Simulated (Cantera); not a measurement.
A closed system holds: 1 mol SiO2, 0.29 mol Al2O3, 0.45 mol H2, held at 798.15 K and 0.100 bar.

Cantera equilibrium calculation (NASA polynomials, part measured and part estimated; ideal gas, pure solids and liquids). Candidate condensed phases: Al, Al2O3, Al2SiO5, Al6Si2O13, H2O, Si, SiO2; 28 gas species. Condensed phases not in the tables: alloys, solid solutions and most ternary compounds. Kinetics and transport are ignored.

Base state: H2 1.00 (mole fractions); condensed: Al2SiO5(andalusite) + SiO2(α-quartz).

Problem. What changes in the equilibrium state with this change: temperature from 798.15 K to 1325 K?

Solution. 
| species | before | after |
|---|---|---|
| H2 | 1.00 | 1.000 |
| Al2SiO5(andalusite), mol | 0.290 | 0 |
| SiO2(α-quartz), mol | 0.710 | 0 |
| Al6Si2O13(mullite), mol | 0 | 0.0967 |
| SiO2(β-quartz), mol | 0 | 0.807 |
Mutual solubility and eutectic melting of coexisting phases are not modelled. The tables hold silica as quartz up to 1696 K and as liquid above; real silica turns to tridymite and cristobalite and melts near 1996 K.
